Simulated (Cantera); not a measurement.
Input (Python, Cantera) and output of one run.

```python
import numpy as np
import cantera as ct

gas_names = [...]  # 139 gases of nasa_gas.yaml made of C, Cu, H, N, O
cond_names = """
    C(gr) C6H6(L) C7H8(L) C8H18(L),n-octa Cu(cr) Cu(L) CuO(s) CuO2H2(s) Cu2O(s) Cu2O(L) H2O(s) H2O(L)
""".split()


# ... load() reads the species with a 1 bar reference pressure and builds the phases ...
atoms = {
    'Cu2O': {'Cu': 2, 'O': 1},
    'CH4': {'C': 1, 'H': 4},
    'N2': {'N': 2},
}
top_T = {'C(gr)': 4500, 'CuO(s)': 1390}  # K; cautious upper limits of use, not melting points


# ... equilibrate(T, P, feed) seeds the gas with the atoms and calls Mixture.equilibrate('TP', solver="vcs", rtol=1e-11, max_steps=5000) ...
results = []
T = 1523  # K
P = 1333.22  # Pa
for m in [0.37, 0.55, 0.72, 0.89, 1.1, 1.2, 1.4, 1.6, 1.8, 1.9, 2.1, 2.3, 2.4]:
    feed = {'Cu2O': 1, 'CH4': m, 'N2': 0.73}  # mol
    mix = equilibrate(T, P, feed)
    results.append((T, P, feed, dict(zip(mix.species_names, mix.species_moles))))
    x = sorted(zip(gas.X, gas.species_names), reverse=True)
    print(f"T = {T:g} K  P = {P:g} Pa  n(CH4) = {m:g} mol  gas = {mix.phase_moles(0):.4g} mol")
    print("   x: " + "  ".join(f"{s} {v:.3e}" for v, s in x if v > 0.001))
    print("   condensed (mol): " + ("  ".join(f"{mix.phase(i).name} {mix.phase_moles(i):.4g}"
          for i in range(1, mix.n_phases) if mix.phase_moles(i) > 1e-12) or "none"))
```

Output:

```
T = 1523 K  P = 1333.22 Pa  n(CH4) = 0.37 mol  gas = 1.842 mol
   x: N2 3.964e-01  H2O 2.603e-01  H2 1.414e-01  CO 1.192e-01  CO2 8.173e-02
   condensed (mol): Cu(L) 1.998
T = 1523 K  P = 1333.22 Pa  n(CH4) = 0.55 mol  gas = 2.382 mol
   x: H2 3.088e-01  N2 3.064e-01  CO 1.949e-01  H2O 1.529e-01  CO2 3.597e-02
   condensed (mol): Cu(L) 1.998
T = 1523 K  P = 1333.22 Pa  n(CH4) = 0.72 mol  gas = 2.893 mol
   x: H2 4.175e-01  N2 2.524e-01  CO 2.323e-01  H2O 8.017e-02  CO2 1.662e-02
   condensed (mol): Cu(L) 1.997
T = 1523 K  P = 1333.22 Pa  n(CH4) = 0.89 mol  gas = 3.403 mol
   x: H2 4.958e-01  CO 2.563e-01  N2 2.145e-01  H2O 2.710e-02  CO2 5.219e-03
   condensed (mol): Cu(L) 1.997
T = 1523 K  P = 1333.22 Pa  n(CH4) = 1.1 mol  gas = 3.934 mol
   x: H2 5.589e-01  CO 2.542e-01  N2 1.854e-01
   condensed (mol): C(gr) 0.09832  Cu(L) 1.996
T = 1523 K  P = 1333.22 Pa  n(CH4) = 1.2 mol  gas = 4.134 mol
   x: H2 5.802e-01  CO 2.419e-01  N2 1.764e-01
   condensed (mol): C(gr) 0.1982  Cu(L) 1.996
T = 1523 K  P = 1333.22 Pa  n(CH4) = 1.4 mol  gas = 4.534 mol
   x: H2 6.172e-01  CO 2.205e-01  N2 1.608e-01
   condensed (mol): C(gr) 0.3981  Cu(L) 1.996
T = 1523 K  P = 1333.22 Pa  n(CH4) = 1.6 mol  gas = 4.935 mol
   x: H2 6.481e-01  CO 2.026e-01  N2 1.477e-01
   condensed (mol): C(gr) 0.5979  Cu(L) 1.996
T = 1523 K  P = 1333.22 Pa  n(CH4) = 1.8 mol  gas = 5.335 mol
   x: H2 6.745e-01  CO 1.874e-01  N2 1.366e-01
   condensed (mol): C(gr) 0.7978  Cu(L) 1.995
T = 1523 K  P = 1333.22 Pa  n(CH4) = 1.9 mol  gas = 5.535 mol
   x: H2 6.862e-01  CO 1.807e-01  N2 1.317e-01
   condensed (mol): C(gr) 0.8977  Cu(L) 1.995
T = 1523 K  P = 1333.22 Pa  n(CH4) = 2.1 mol  gas = 5.936 mol
   x: H2 7.073e-01  CO 1.685e-01  N2 1.228e-01
   condensed (mol): C(gr) 1.098  Cu(L) 1.995
T = 1523 K  P = 1333.22 Pa  n(CH4) = 2.3 mol  gas = 6.336 mol
   x: H2 7.257e-01  CO 1.578e-01  N2 1.150e-01
   condensed (mol): C(gr) 1.297  Cu(L) 1.994
T = 1523 K  P = 1333.22 Pa  n(CH4) = 2.4 mol  gas = 6.536 mol
   x: H2 7.340e-01  CO 1.530e-01  N2 1.115e-01
   condensed (mol): C(gr) 1.397  Cu(L) 1.994
```

Equilibrium computed with Cantera from the NASA thermochemical tables; the gas is ideal and each condensed phase is pure.
